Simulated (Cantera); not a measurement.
A diamond (100) surface in a fixed gas of H2 with x(CH4) = 0.0033, x(CH3) = 0.0004, at 1200 K, 0.0430 bar; coverages are run to steady state.

Detailed kinetics in Cantera: the Harris–Goodwin 1993 mechanism for the reconstructed diamond (100) surface.

θ: site fractions in the mechanism's names (c6HH fully hydrogenated, c6H* and c6*H radical sites, c6** diradical, c6HM methylated).

```tsv
x(H)	growth (µm/h)	θ c6HH	θ c6H*	θ c6*H	θ c6**	θ c6HM
0.0001	[?]	0.613	0.0269	0.345	0.00426	0.00316
0.00021	[?]	0.537	0.0320	0.409	0.00867	0.00404
0.00044	[?]	0.489	0.0350	0.448	0.0145	0.00481
0.00092	[?]	0.462	0.0366	0.469	0.0204	0.00532
0.0019	[?]	0.447	0.0374	0.479	0.0249	0.00546
0.004	[?]	0.440	0.0379	0.484	0.0278	0.00511
0.0084	[?]	0.437	0.0382	0.487	0.0295	0.00428
0.018	[?]	0.436	0.0384	0.489	0.0305	0.00309
0.037	[?]	0.436	0.0387	0.491	0.0310	0.00199
```

Question: What belongs in the gaps?

Answer: 
- 0.0001, growth (µm/h): 0.209
- 0.00021, growth (µm/h): 0.488
- 0.00044, growth (µm/h): 0.958
- 0.00092, growth (µm/h): 1.69
- 0.0019, growth (µm/h): 2.80
- 0.004, growth (µm/h): 4.63
- 0.0084, growth (µm/h): 7.30
- 0.018, growth (µm/h): 10.7
- 0.037, growth (µm/h): 13.7
